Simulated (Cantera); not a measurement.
A perfectly stirred reactor is fed with 2.44 % H2, 97.6 % O2, at 10.00 Torr; it is held at 1275 K, and followed from long to short residence time.

Model: the H2/O2 subset of GRI-Mech 3.0, which has no nitrogen chemistry, integrated in Cantera. Radical loss at walls, strong at low pressure, is not modelled.

x: mole fraction; the columns are a selection and need not sum to one.

```json
[
 {"τ (s)": "0.91", "x H2": "8.40e-5", "x O2": "0.971", "x H": "0.000174", "x O": "0.00376", "x HO2": "7.46e-7", "x H2O2": "2.86e-8"},
 {"τ (s)": "0.34", "x H2": "0.000146", "x O2": "0.968", "x H": "0.000391", "x O": "0.00642", "x HO2": "9.78e-7", "x H2O2": "3.36e-8"},
 {"τ (s)": "0.13", "x H2": "0.000246", "x O2": "0.964", "x H": "0.000762", "x O": "0.00987", "x HO2": "1.20e-6", "x H2O2": "3.80e-8"},
 {"τ (s)": "0.049", "x H2": "0.000422", "x O2": "0.960", "x H": "0.00126", "x O": "0.0134", "x HO2": "1.40e-6", "x H2O2": "4.27e-8"},
 {"τ (s)": "0.019", "x H2": "0.000759", "x O2": "0.958", "x H": "0.00176", "x O": "0.0157", "x HO2": "1.57e-6", "x H2O2": "4.97e-8"},
 {"τ (s)": "0.0071", "x H2": "?", "x O2": "0.957", "x H": "?", "x O": "0.0161", "x HO2": "1.74e-6", "x H2O2": "?"},
 {"τ (s)": "0.0027", "x H2": "0.00331", "x O2": "0.958", "x H": "0.00254", "x O": "0.0147", "x HO2": "1.89e-6", "x H2O2": "8.36e-8"},
 {"τ (s)": "0.0010", "x H2": "0.00734", "x O2": "0.961", "x H": "0.00241", "x O": "0.0112", "x HO2": "1.92e-6", "x H2O2": "1.01e-7"},
 {"τ (s)": "0.00039", "x H2": "?", "x O2": "0.968", "x H": "?", "x O": "?", "x HO2": "?", "x H2O2": "?"}
]
```

### Question
What belongs in the gaps?

### Answer

- 0.0071, x H2: 0.00154
- 0.0071, x H: 0.00222
- 0.0071, x H2O2: 6.31e-8
- 0.00039, x H2: 0.0152
- 0.00039, x H: 0.00137
- 0.00039, x O: 0.00562
- 0.00039, x HO2: 1.67e-6
- 0.00039, x H2O2: 7.28e-8
